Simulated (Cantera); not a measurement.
**Low-pressure radical oxidation in H2/O2**

An isothermal, constant-pressure homogeneous reactor starts with 1.89 % H2, 86.1 % O2, 12.0 % N2, equivalence ratio 0.011, at 1050 K and 0.0133 bar.

Model: GRI-Mech 3.0 (53 species, 325 reactions), integrated in Cantera. Radical loss at walls, strong at low pressure, is not modelled.

```json
[
 {"t (s)": "6.00e-6", "x H2": "0.0189", "x O2": "0.861", "x H2O": "<1e-12", "x N2O": "<1e-12", "x NO": "<1e-12"},
 {"t (s)": "2.58e-5", "x H2": "0.0189", "x O2": "0.861", "x H2O": "<1e-12", "x N2O": "<1e-12", "x NO": "<1e-12"},
 {"t (s)": "0.000111", "x H2": "0.0189", "x O2": "0.861", "x H2O": "3.95e-12", "x N2O": "<1e-12", "x NO": "<1e-12"},
 {"t (s)": "0.000476", "x H2": "0.0189", "x O2": "0.861", "x H2O": "1.74e-10", "x N2O": "<1e-12", "x NO": "<1e-12"},
 {"t (s)": "0.00205", "x H2": "0.0189", "x O2": "0.861", "x H2O": "1.42e-8", "x N2O": "<1e-12", "x NO": "<1e-12"},
 {"t (s)": "0.00880", "x H2": "0.0149", "x O2": "0.857", "x H2O": "0.00310", "x N2O": "6.68e-12", "x NO": "1.36e-11"},
 {"t (s)": "0.0378", "x H2": "0.000115", "x O2": "0.852", "x H2O": "0.0181", "x N2O": "9.41e-10", "x NO": "1.08e-8"},
 {"t (s)": "0.162", "x H2": "2.30e-5", "x O2": "0.858", "x H2O": "0.0189", "x N2O": "1.84e-9", "x NO": "1.51e-8"},
 {"t (s)": "0.698", "x H2": "1.83e-6", "x O2": "0.859", "x H2O": "0.0191", "x N2O": "2.25e-9", "x NO": "1.54e-8"},
 {"t (s)": "3.00", "x H2": "1.32e-7", "x O2": "0.859", "x H2O": "0.0191", "x N2O": "2.38e-9", "x NO": "1.54e-8"}
]
```
x: mole fraction; the columns are a selection and need not sum to one.

Equilibrium at this temperature and pressure: H2 6.50e-11, O2 0.859, H2O 0.0191, N2O 1.50e-10, NO 4.22e-5 (gas phase only).
